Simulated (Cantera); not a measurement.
An adiabatic, constant-volume homogeneous reactor starts with CH4 : O2 : N2 : H2O = 1 : 2 : 9.4 : 0.72 (molar parts), equivalence ratio 1.0, at 1400 K and 9.50 bar.

Model: GRI-Mech 3.0 (53 species, 325 reactions), integrated in Cantera.

One state of this run: T (K) = 2868; P (bar) = 19.9; x CH4 = <1e-12; x O2 = 0.0101; x H2O = 0.184; x HCO = 1.02e-7; x CO = 0.0231; x H = 0.00251; x N2O = 1.96e-6. x: mole fraction; the columns are a selection and need not sum to one.

Question: Which value of t (s) does it belong to?
A) 4.00e-6
B) 5.74e-5
C) 0.00486
D) 2.36e-5

Answer: C, 0.00486
